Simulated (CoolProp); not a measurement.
Propyne along the isobar 234 bar: density (kg/m³) from the reference equation and from simpler models built on Tc = 402.7 K, pc = 56.58 bar, ω = 0.204; each cubic takes its own stable root.

Computed with CoolProp (reference Helmholtz-energy equation of state, Polt 1992). This equation is an older, rougher fit; its heat capacities, sound speeds and derivatives of the liquid may be far off and weren't checked against measurements.

```tsv
T (K)	phase	reference	van der Waals	Peng-Robinson
395.1	liquid	511.9	?	526.6
400.8	liquid	503.5	364.1	516.6
406.4	supercritical	495.2	360.8	506.5
412	supercritical	?	357.5	496.4
417.7	supercritical	478.0	354.1	485.9
423.3	supercritical	?	350.8	475.5
428.9	supercritical	460.6	347.4	465.0
434.6	supercritical	451.6	343.9	454.3
440.2	supercritical	442.7	340.5	?
445.8	supercritical	433.7	337.0	433.0
451.5	supercritical	424.5	333.4	422.2
457.1	supercritical	415.5	329.9	411.7
462.7	supercritical	406.3	326.4	401.2
468.4	supercritical	397.0	322.7	390.7
474	supercritical	387.9	319.1	380.5
```

### Question
Fill in the missing entries.

### Answer

- 395.1, van der Waals: 367.4
- 412, reference: 486.7
- 423.3, reference: 469.4
- 440.2, Peng-Robinson: 443.7
